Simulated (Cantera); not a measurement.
Input: 1 mol SiHCl3, 0.12 mol CH4, 7.5 mol H2, held at 1123 K and 128 Torr.

Cantera equilibrium calculation (NASA polynomials, part measured and part estimated; ideal gas, pure solids and liquids). Candidate condensed phases: C, C6H6, C7H8, C8H18, Si, SiC; 109 gas species. Mutual solubility and eutectic melting of coexisting phases are not modelled. The tables' values for SiCl3 are old estimates; treat these amounts as uncertain. Rates play no part.

Base state: H2 0.880, SiCl4 0.0526, HCl 0.0380, SiHCl3 0.0209, SiCl3 0.00383, SiCl2 0.00347, SiH2Cl2 0.00102, SiH3Cl 1.32e-5 (mole fractions); condensed: Si(s) + SiC(s).

Task: What changes in the equilibrium state with this change: temperature from 1123 K to 1675 K?

Result: 
| species | before | after |
|---|---|---|
| H2 | 0.880 | 0.782 |
| HCl | 0.0380 | 0.132 |
| SiCl2 | 0.00347 | 0.0799 |
| SiCl4 | 0.0526 | 0.000521 |
| SiHCl3 | 0.0209 | 0.000559 |
| SiCl | <1e-9 | 3.01e-5 |
| Cl | 3.72e-9 | 3.27e-5 |
| H | 9.69e-8 | 0.000249 |
| Si(s), mol | 0.140 | 0.0485 |
| SiC(s), mol | 0.120 | 0.120 |
The tables' values for SiCl3, SiCl are old estimates; treat these amounts as uncertain.
